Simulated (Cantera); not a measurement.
Equilibrium for hydrogen reduction and annealing atmospheres: ZrO2 + H2

Feed: 1 mol ZrO2, 310 mol H2, held at 1950 K.

Equilibrium computed with Cantera from the NASA thermochemical tables; the gas is ideal and each condensed phase is pure. Candidate condensed phases: H2O, Zr, ZrO2; 12 gas species. Mutual solubility and eutectic melting of coexisting phases are not modelled. Condensed phases not in the tables: N, O or C dissolved in the metal. Rates play no part.

From 10.0 Pa to 0.220 bar the condensed part is ZrO2(tetragonal). From 1.50 bar to 10.0 bar the condensed part is Zr(β) + ZrO2(tetragonal).

| P (Pa) | x H2 | x H | x ZrO | x H2O | x OH | n ZrO2(tetragonal) | n Zr(β) |
|---|---|---|---|---|---|---|---|
| 10 | 0.892 | 0.108 | 1.11e-5 | 1.10e-5 | 1.22e-7 | 0.996 | 0 |
| 68 | 0.957 | 0.0430 | 4.38e-6 | 4.42e-6 | 1.80e-8 | 0.999 | 0 |
| 460 | 0.983 | 0.0168 | 1.69e-6 | 1.75e-6 | 2.70e-9 | 0.999 | 0 |
| 3200 | 0.994 | 0.00639 | 6.25e-7 | 6.84e-7 | 3.99e-10 | 1.000 | 0 |
| 22000 | 0.998 | 0.00244 | 9.14e-8 | 6.83e-7 | 1.52e-10 | 1.000 | 0 |
| 150000 | 0.999 | 0.000936 | 1.34e-8 | 6.84e-7 | 5.82e-11 | 1.000 | 0.000104 |
| 1000000 | 1.000 | 0.000362 | 2.01e-9 | 6.84e-7 | 2.25e-11 | 1.000 | 0.000106 |
x: gas mole fraction; n: condensed amount in mol.
